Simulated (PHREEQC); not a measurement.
Consider water at 80 °C with 0.0019 mol/kgw HF, 0.043 mol/kgw NH4HF2, 0.13 mol/kgw (NH4)2SiF6 and 0.0039 mol/kgw H3PO4. Closed to the air; pH follows from the charge balance.

The numbers come from PHREEQC with the ion-association model, phreeqc.dat.

Each row changes one thing in this solution. This is a speciation only: nothing precipitates in the calculation.

```csv
case,pH,ionic strength (mol/kgw),HF (mol/kgw),F- (mol/kgw),HF2- (mol/kgw),H2PO4- (mol/kgw)
as made,3.30,0.434,0.0419,0.0341,0.00592,0.00362
temperature from 80 to 60 °C,3.14,0.434,0.0414,0.0343,0.00606,0.00356
(NH4)2SiF6 left out,3.45,0.0434,0.0420,0.0337,0.00607,0.00363
HF left out,3.32,0.434,0.0403,0.0343,0.00571,0.00363
NH4HF2 from 0.043 to 0.0043 mol/kgw,2.96,0.395,0.0129,0.00469,0.000251,0.00332
temperature from 80 to 90 °C,3.39,0.433,0.0423,0.0341,0.00575,0.00365
0.081 mol/kgw HCl added,1.52,…,…,0.00118,0.000418,0.000693
H3PO4 from 0.0039 to 0.00429 mol/kgw,3.29,0.434,0.0423,0.0338,0.00591,0.00397
temperature from 80 to 35 °C,2.95,0.434,0.0412,…,0.00577,0.00349
```

**Question.** Fill in the missing entries.

**Answer.** 
- 0.081 mol/kgw HCl added, ionic strength (mol/kgw): 0.473
- 0.081 mol/kgw HCl added, HF (mol/kgw): 0.0859
- temperature from 80 to 35 °C, F- (mol/kgw): 0.0352

Some of these states are supersaturated (in Quartz (slow to form), Chalcedony (slow to form), for instance). Constants without temperature data keep their 25 °C values here. SiF6-2 is the database's only silicon fluoride.
